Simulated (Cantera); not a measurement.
An adiabatic, constant-volume homogeneous reactor starts with CO : H₂ : CH₄ : O₂ : N₂ = 1 : 1.3 : 0.18 : 1.01 : 3.79 (molar parts), equivalence ratio 1.5, at 1623 K and 3750 Torr. Integrator tolerance rtol = 1e-08.

Computed with Cantera and GRI-Mech 3.0 (53 species, 325 reactions). Above 3000 K some thermodynamic fits are extrapolated.

**Question.** What does this change do: initial temperature 1623 to 1248 K?

**Answer.** 
```json
[
 {"quantity": "time of steepest temperature rise", "before": "3.32 µs", "after": "23.7 µs"},
 {"quantity": "temperature at 0.300 s", "before": "3159 K", "after": "3051 K"},
 {"quantity": "equilibrium temperature", "before": "3159 K", "after": "3051 K"},
 {"quantity": "x(CO) at 0.300 s", "before": "0.121 (gas-phase equilibrium 0.121)", "after": "0.116 (gas-phase equilibrium 0.116)"},
 {"quantity": "x(H₂) at 0.300 s", "before": "0.0522 (gas-phase equilibrium 0.0522)", "after": "0.0484 (gas-phase equilibrium 0.0484)"},
 {"quantity": "x(CH₄) at 0.300 s", "before": "3.22e-12 (gas-phase equilibrium 3.90e-12)", "after": "4.64e-12 (gas-phase equilibrium 5.52e-12)"},
 {"quantity": "x(CH₃) at 0.300 s", "before": "1.77e-11 (gas-phase equilibrium 2.15e-11)", "after": "1.80e-11 (gas-phase equilibrium 2.14e-11)"},
 {"quantity": "x(NO) at 0.300 s", "before": "0.00832 (gas-phase equilibrium 0.00832)", "after": "0.00556 (gas-phase equilibrium 0.00556)"}
]
```

**Question.** What does this change do: initial temperature 1623 to 950 K?

**Answer.** 
```csv
quantity,before,after
time of steepest temperature rise,3.32 µs,15.2 ms
temperature at 0.300 s,3159 K,2949 K
equilibrium temperature,3159 K,2949 K
x(CO) at 0.300 s,0.121 (gas-phase equilibrium 0.121),0.112 (gas-phase equilibrium 0.112)
x(H₂) at 0.300 s,0.0522 (gas-phase equilibrium 0.0522),0.0462 (gas-phase equilibrium 0.0462)
x(CH₄) at 0.300 s,3.22e-12 (gas-phase equilibrium 3.90e-12),7.84e-12 (gas-phase equilibrium 9.16e-12)
x(CH₃) at 0.300 s,1.77e-11 (gas-phase equilibrium 2.15e-11),2.09e-11 (gas-phase equilibrium 2.44e-11)
x(NO) at 0.300 s,0.00832 (gas-phase equilibrium 0.00832),0.00345 (gas-phase equilibrium 0.00345)
```
Below about 1000 K GRI-Mech 3.0 lacks low-temperature oxidation paths.
